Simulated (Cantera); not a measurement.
Source: NASA polynomial tables (part measured, part estimated), evaluated in Cantera. Values are per mole of reaction as written; species without (g) are pure solids or liquids, kept so even where they would boil at 1 bar.

Question: Between 675 and 1475 K, where is each reaction favourable under standard conditions?
- BaO + O(g) + H2(g) ⇌ Ba(OH)2

Answer: 
- BaO + O(g) + H2(g) ⇌ Ba(OH)2: ΔG° is -476 kJ at 675 K and -311 kJ at 1475 K; it stays negative (K > 1). ΔH° is -600 kJ and ΔS° -196 J/K at 1475 K.
